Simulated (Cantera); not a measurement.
A closed system holds: 1 mol SiCl₄, 0.62 mol HCl, 5.1 mol H₂, held at 0.430 bar.

These are equilibrium values from Cantera (NASA tables, ideal gas, pure condensed phases), not measurements of a reactor. Candidate condensed phases: Si; 19 gas species. The tables' values for SiCl₃ are old estimates; treat these amounts as uncertain. The numbers say what is thermodynamically allowed, not how fast it happens.

x: gas mole fraction; nothing condenses.

```tsv
T (K)	x H₂	x SiCl₄	x HCl	x SiHCl₃	x SiCl₃	x SiCl₂
625	0.759	0.149	0.0923	5.91e-5	7.77e-10	<1e-12
675	0.759	0.149	0.0924	0.000160	9.74e-9	<1e-12
725	0.759	0.148	0.0926	0.000375	8.55e-8	[?]
775	0.758	0.148	0.0930	0.000780	5.62e-7	[?]
825	0.757	0.147	0.0937	0.00147	2.91e-6	[?]
875	0.756	0.146	0.0948	0.00255	1.24e-5	[?]
925	0.755	0.145	0.0964	0.00411	4.42e-5	[?]
975	0.753	0.142	0.0987	0.00621	0.000137	[?]
1025	0.750	0.139	0.102	0.00884	0.000371	[?]
1075	0.746	0.136	0.105	0.0119	0.000897	[?]
1125	0.741	0.131	0.110	0.0152	0.00195	[?]
1175	0.734	0.125	0.117	0.0184	0.00385	[?]
1225	0.726	0.117	0.127	0.0208	0.00682	[?]
```

Question: Some entries are withheld; supply them.

Answer: 
- 725, x SiCl₂: 1.20e-11
- 775, x SiCl₂: 3.03e-10
- 825, x SiCl₂: 5.08e-9
- 875, x SiCl₂: 6.04e-8
- 925, x SiCl₂: 5.37e-7
- 975, x SiCl₂: 3.71e-6
- 1025, x SiCl₂: 2.06e-5
- 1075, x SiCl₂: 9.40e-5
- 1125, x SiCl₂: 0.000359
- 1175, x SiCl₂: 0.00116
- 1225, x SiCl₂: 0.00316
